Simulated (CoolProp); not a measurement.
Vapour-liquid equilibrium of R113 (1) + acetone (2) at 25.8 kPa; x and y are mole fractions of (1).

The numbers come from the multi-fluid Helmholtz-energy mixture model, Marx 1992 and Lemmon 2006; pair parameters Bell 2016 in CoolProp.

**Question.** Give the bubble temperature and the first vapour's composition at x = 0.45, 0.65, 0.75. Is there an azeotrope?

**Answer.** x = 0.45: 282.9 K, y = 0.592; x = 0.65: 282.2 K, y = 0.675; x = 0.75: 282.3 K, y = 0.725. y crosses x between x = 0.65 and 0.75: the model has an azeotrope there.

Pair parameters are fitted to limited data, so mixtures are less certain than the pure fluids.
